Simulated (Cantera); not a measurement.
An adiabatic, constant-pressure homogeneous reactor starts with CO : H₂ : CH₄ : O₂ : N₂ = 1 : 0.047 : 0.032 : 0.744 : 7.9 (molar parts), equivalence ratio 0.79, at 1798 K and 188 Torr.

Detailed kinetics in Cantera: GRI-Mech 3.0 (53 species, 325 reactions).

One state of this run: T (K) = 2427; x CO = 0.0265; x H₂ = 0.000503; x CH₄ = <1e-12; x CH₂ = <1e-12; x H₂O = 0.00950; x H = 0.000815. x: mole fraction; the columns are a selection and need not sum to one.

Which value of t (s) does it belong to?
(A) 2.00
(B) 0.0288
(C) 7.63e-5
(D) 0.000971

A, 2.00
